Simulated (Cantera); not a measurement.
Charge: 1 mol Fe, 0.73 mol NH3, 68 mol H2, 0.055 mol SO2, equilibrated at 1573 K and 1 atm.

These are equilibrium values from Cantera (NASA tables, ideal gas, pure condensed phases), not measurements of a reactor. Candidate condensed phases: Fe, FeO, Fe(OH)2, Fe(OH)3, FeS, FeSO4, FeS2, Fe2O3, Fe2(SO4)3, Fe3O4, H2O, H2SO4, S; 38 gas species. Rates play no part.

Question: What is the equilibrium state?

Answer: 
- x(H2): 0.992
- x(N2): 0.00525
- x(H2O): 0.00158
- x(H2S): 0.000785
- x(H): 4.02e-5
- x(SH): 6.45e-6
- x(NH3): 3.64e-6
- n(Fe(γ)): 1.000 mol
- gas amount: 69.46 mol
- log10 activity of S(l) (absent): -4.80
